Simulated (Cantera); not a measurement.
A perfectly stirred reactor is fed with CH4 : O2 : N2 = 1 : 3.03 : 11.4 (molar parts), at 1200000 Pa; it is adiabatic with a 673 K inlet, and is followed from long to short residence time, starting on the burning branch (τ in s: 0.033, 0.02, 0.012, 0.0076, 0.0047, 0.0029, 0.0018, 0.0011, 0.00067, 0.00041, 0.00025, 0.00015, 9.5e-05).

Computed with Cantera and GRI-Mech 3.0 (53 species, 325 reactions). The pressure lies above the range GRI-Mech 3.0 was tuned for (to about 10 atm).

What does this change do: inlet temperature 673 to 448 K?


```tsv
quantity	before	after
blow-out, bracketed by the residence times tried	burning at 95.0 µs, the shortest tried	burning at 0.150 ms, out at 95.0 µs
x(CH4) at τ = 33.0 ms	2.56e-6	6.79e-6
x(O2) at τ = 33.0 ms	0.0663	0.0667
x(CH2O) at τ = 33.0 ms	3.36e-7	7.61e-7
x(NO2) at τ = 33.0 ms	1.13e-6	1.43e-7
x(H) at τ = 33.0 ms	6.63e-6	1.63e-6
x(CH4) at τ = 1.80 ms	3.36e-5	6.67e-5
x(O2) at τ = 1.80 ms	0.0668	0.0672
x(CH2O) at τ = 1.80 ms	4.66e-6	8.21e-6
x(NO2) at τ = 1.80 ms	2.11e-7	9.07e-8
x(H) at τ = 1.80 ms	2.01e-5	1.28e-5
```
